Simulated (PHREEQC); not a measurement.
Consider water at 18 °C with 0.019 mol/kgw NH4HF2, 0.0016 mol/kgw H2SiF6 and 4e-05 mol/kgw H3PO4. Closed to the air; pH follows from the charge balance.

The numbers come from PHREEQC with the ion-association model, phreeqc.dat.

No solid was allowed to form.

Problem. Predict the pH, ionic strength.

Solution. pH 2.96; ionic strength 0.0218 mol/kgw.

Problem. In which forms is F present?

Solution. HF 42 %, F- 33 %, SiF6-2 20 %, HF2- 4.8 % of the F.

Complexes and solids missing from the database can't appear. SiF6-2 is the database's only silicon fluoride.
